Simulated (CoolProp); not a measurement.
Saturated liquid density (kg/m³) of fluorine: the reference equation beside estimates from Tc = 144.4 K, pc = 5240 kPa, ω = 0.045. Rackett uses Z = 0.29056 − 0.08775 ω.

The numbers come from the reference Helmholtz-energy equation of state, de Reuck 1990 in CoolProp.

```csv
T (K),reference,Rackett,Soave-Redlich-Kwong
105.1,1348,1369,1328
108.3,1320,1341,1293
111.5,1292,1312,1257
114.6,1262,1282,1220
117.8,1230,1250,1180
121,1197,1216,1136
124.1,1161,1181,1091
127.3,1122,1141,1040
130.5,1078,1097,983.7
133.7,1027,1048,920.8
136.8,968.3,991.7,850.5
```

Absolute difference from the reference over all 11 rows, mean and median: Rackett 1.7 and 1.6 %, Soave-Redlich-Kwong 5.8 and 5.1 %.
